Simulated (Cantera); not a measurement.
Input (Python, Cantera) and output of one run.

```python
import numpy as np
import cantera as ct

gas_names = """
    H HO2 H2 H2O H2O2 Mg MgH MgO MgOH MgO2H2 Mg2 O OH O2 O3 Si SiH SiH2 SiH3 SiH4 SiO SiO2 Si2 Si3
""".split()
cond_names = """
    H2O(s) H2O(L) Mg(cr) Mg(L) MgO(s) MgO(L) MgO2H2(s) MgSiO3(I) MgSiO3(II) MgSiO3(III) MgSiO3(L)
    Mg2SiO4(s) Mg2SiO4(L) Si(cr) Si(L) SiO2(Lqz) SiO2(hqz) SiO2(L)
""".split()


# ... load() reads the species with a 1 bar reference pressure and builds the phases ...
atoms = {
    'SiO2': {'Si': 1, 'O': 2},
    'MgO': {'Mg': 1, 'O': 1},
    'H2': {'H': 2},
}
top_T = {}  # K; cautious upper limits of use, not melting points


# ... equilibrate(T, P, feed) seeds the gas with the atoms and calls Mixture.equilibrate('TP', solver="vcs", rtol=1e-11, max_steps=5000) ...
results = []
feed = {'SiO2': 1, 'MgO': 1.6, 'H2': 81}  # mol
P = 1800  # Pa
for T in [998, 1198, 1398, 1598, 1798, 1998, 2198]:
    mix = equilibrate(T, P, feed)
    results.append((T, P, feed, dict(zip(mix.species_names, mix.species_moles))))
    x = sorted(zip(gas.X, gas.species_names), reverse=True)
    print(f"T = {T:g} K  P = {P:g} Pa  gas = {mix.phase_moles(0):.4g} mol")
    print("   x: " + "  ".join(f"{s} {v:.3e}" for v, s in x if v > 1e-06))
    print("   condensed (mol): " + ("  ".join(f"{mix.phase(i).name} {mix.phase_moles(i):.4g}"
          for i in range(1, mix.n_phases) if mix.phase_moles(i) > 1e-12) or "none"))
```

Result:

```
T = 998 K  P = 1800 Pa  gas = 81 mol
   x: H2 1.000e+00
   condensed (mol): MgSiO3(II) 0.4  Mg2SiO4(s) 0.6
T = 1198 K  P = 1800 Pa  gas = 81 mol
   x: H2 1.000e+00  H 1.417e-06  H2O 1.026e-06
   condensed (mol): MgSiO3(II) 0.3999  Mg2SiO4(s) 0.6001
T = 1398 K  P = 1800 Pa  gas = 81.01 mol
   x: H2 9.999e-01  H2O 5.431e-05  SiO 4.908e-05  H 3.527e-05  Mg 5.218e-06
   condensed (mol): MgSiO3(III) 0.3925  Mg2SiO4(s) 0.6036
T = 1598 K  P = 1800 Pa  gas = 81.1 mol
   x: H2 9.975e-01  H2O 1.060e-03  SiO 9.968e-04  H 3.962e-04  Mg 6.359e-05
   condensed (mol): MgSiO3(III) 0.2435  Mg2SiO4(s) 0.6757
T = 1798 K  P = 1800 Pa  gas = 81.55 mol
   x: H2 9.865e-01  H2O 5.434e-03  SiO 3.447e-03  H 2.607e-03  Mg 1.984e-03  MgH 3.578e-06  MgOH 1.408e-06
   condensed (mol): Mg2SiO4(s) 0.7189
T = 1998 K  P = 1800 Pa  gas = 83.76 mol
   x: H2 9.340e-01  H2O 2.715e-02  Mg 1.648e-02  H 1.156e-02  SiO 1.067e-02  MgOH 4.006e-05  OH 3.342e-05  MgH 3.315e-05  SiO2 1.096e-06
   condensed (mol): Mg2SiO4(s) 0.1065
T = 2198 K  P = 1800 Pa  gas = 85.28 mol
   x: H2 8.997e-01  H 3.937e-02  H2O 3.025e-02  Mg 1.868e-02  SiO 1.172e-02  OH 1.842e-04  MgH 4.125e-05  MgOH 3.714e-05  O 5.620e-06  MgO 2.253e-06  SiO2 1.881e-06
   condensed (mol): none
```

Equilibrium computed with Cantera from the NASA thermochemical tables; the gas is ideal and each condensed phase is pure. Mutual solubility and eutectic melting of coexisting phases are not modelled. The tables' values for MgH are old estimates; treat these amounts as uncertain. Condensed phases not in the tables: alloys, solid solutions and most ternary compounds.
